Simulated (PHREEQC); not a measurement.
A solution holds 77 mmol/kgw HF, 0.2 mmol/kgw H2SiF6, 11 mmol/kgw HBF4 and 12 mmol/kgw HCl, at 50 °C. Closed to the air; pH follows from the charge balance.

All values are PHREEQC results (ion-association model, wateq4f.dat), not measurements.

Each row changes one thing in this solution. This is a speciation only: nothing precipitates in the calculation.

| case | pH | ionic strength (mol/kgw) | HF (mol/kgw) | H2F2 (mol/kgw) | F- (mol/kgw) | HF2- (mol/kgw) | SI of Quartz (SiO2) |
|---|---|---|---|---|---|---|---|
| as made | 1.66 | 0.0255 | 0.0659 | 0.00444 | 0.00147 | 0.000423 | -5.54 |
| diluted 5-fold with water | 2.27 | 0.00591 | 0.0140 | 0.000200 | 0.00117 | ___ | -3.30 |
| HBF4 from 0.011 to 0.0121 mol/kgw | 1.64 | 0.0265 | 0.0660 | ___ | 0.00142 | 0.000409 | -5.52 |
| HBF4 replaced by KF at the same molality | 2.16 | 0.0190 | 0.0701 | 0.00501 | 0.00490 | ___ | ___ |
| temperature from 50 to 60 °C | 1.66 | 0.0253 | 0.0687 | 0.00323 | 0.00127 | 0.000386 | -4.93 |

Problem. What belongs in the gaps?

Solution. 
- diluted 5-fold with water, HF2- (mol/kgw): 7.16e-5
- HBF4 from 0.011 to 0.0121 mol/kgw, H2F2 (mol/kgw): 0.00445
- HBF4 replaced by KF at the same molality, HF2- (mol/kgw): 0.00150
- HBF4 replaced by KF at the same molality, SI of Quartz (SiO2): -6.68

wateq4f.dat counts part of the HF as a dimer, H2F2, which phreeqc.dat doesn't know; its constant is uncertain. Constants without temperature data keep their 25 °C values here. SiF6-2 is the database's only silicon fluoride. Real BF4- forms and hydrolyses slowly; the run takes it at equilibrium.
